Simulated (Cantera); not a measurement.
## Si + Cl2 + N2 (chemical vapour transport)

Feed: 1 mol Si, a varied amount of Cl2, 3.4 mol N2, at 1027 °C and 0.560 bar.

Equilibrium computed with Cantera from the NASA thermochemical tables; the gas is ideal and each condensed phase is pure. Candidate condensed phases: Si, Si3N4; 13 gas species. N2 is the only nitrogen source here; it is nearly inert below about 1500 K, so the nitride shown seldom forms there in practice. The tables' values for SiCl3 are old estimates; treat these amounts as uncertain. Equilibrium is a limit: real reactors are often held back by kinetics, nucleation or transport.

From 0.066 mol Cl2 to 1.5 mol Cl2 the condensed part is Si3N4(s). The main Si-bearing gas is SiCl4 throughout. The share of Si in condensed phases is highest at 0.066 mol Cl2 (96.7 %) and lowest at 1.5 mol Cl2 (24.6 %).

| n(Cl2) (mol) | x N2 | x SiCl4 | x SiCl3 | x SiCl2 | n Si3N4(s) |
|---|---|---|---|---|---|
| 0.066 | 0.988 | 0.0115 | 0.000402 | 8.35e-5 | 0.322 |
| 0.098 | 0.982 | 0.0169 | 0.000539 | 0.000102 | 0.317 |
| 0.14 | 0.975 | 0.0240 | 0.000700 | 0.000121 | 0.310 |
| 0.21 | 0.964 | 0.0353 | 0.000937 | 0.000148 | 0.298 |
| 0.31 | 0.948 | 0.0508 | 0.00123 | 0.000178 | 0.281 |
| 0.46 | 0.926 | 0.0724 | 0.00162 | 0.000214 | 0.256 |
| 0.67 | 0.898 | 0.1000 | 0.00207 | 0.000254 | 0.221 |
| 0.99 | 0.860 | 0.137 | 0.00264 | 0.000302 | 0.167 |
| 1.5 | 0.811 | 0.185 | 0.00334 | 0.000358 | 0.0820 |
x: gas mole fraction; n: condensed amount in mol.
